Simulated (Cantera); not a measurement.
A freely propagating, adiabatic, planar premixed flame of CH₄ : C₂H₆ : C₃H₈ : O₂ : N₂ = 1 : 0.37 : 0.29 : 3.16 : 8.86 (molar parts), equivalence ratio 1.5, unburnt at 350 K and 1.00 bar; mixture-averaged transport, grid criteria slope 0.08 and curve 0.16, no radiation.

Model: GRI-Mech 3.0 (53 species, 325 reactions), integrated in Cantera. GRI-Mech 3.0 was tuned for natural gas; its chemistry of propane as a main component is partial and can be far from experiment. Burning velocities carry a grid error of a few per cent, more on coarse grids.

### Question
Predict: laminar burning velocity; thermal thickness; peak x(H).

### Answer
```
Property                     Result
------------------------  ---------
laminar burning velocity  43.3 cm/s
thermal thickness          0.445 mm
peak x(H)                   0.00628
```
